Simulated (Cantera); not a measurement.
A perfectly stirred reactor is fed with 23.8 % NO, 76.2 % N2, at 0.430 bar; it is held at 2175 K, and followed from long to short residence time.

Computed with Cantera and GRI-Mech 3.0 (53 species, 325 reactions).

**Question.** Predict: x(NO) at τ = 0.690 s; x(N2O) at τ = 0.690 s; x(NO2) at τ = 0.690 s; x(O) at τ = 0.690 s; x(O2) at τ = 0.690 s; x(NO) at τ = 50.0 ms; x(N2O) at τ = 50.0 ms; x(NO2) at τ = 50.0 ms; x(O) at τ = 50.0 ms; x(O2) at τ = 50.0 ms.

**Answer.** 
| Item | Value |
|---|---|
| x(NO) at τ = 0.690 s | 0.0842 |
| x(N2O) at τ = 0.690 s | 3.40e-6 |
| x(NO2) at τ = 0.690 s | 4.41e-5 |
| x(O) at τ = 0.690 s | 0.000990 |
| x(O2) at τ = 0.690 s | 0.0763 |
| x(NO) at τ = 50.0 ms | 0.217 |
| x(N2O) at τ = 50.0 ms | 2.30e-5 |
| x(NO2) at τ = 50.0 ms | 4.81e-5 |
| x(O) at τ = 50.0 ms | 0.000441 |
| x(O2) at τ = 50.0 ms | 0.0101 |
